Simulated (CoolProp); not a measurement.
Computed with CoolProp (reference Helmholtz-energy equation of state, Gao 2016).

Question: For sulfur dioxide, give the phase and the Z, cv (kJ/(kg K)), expansivity (1/kK) at 243 K and 1.01 bar.

Answer: 
- 243 K and 1.01 bar: liquid; Z 0.00212, cv 0.834, expansivity 1.69
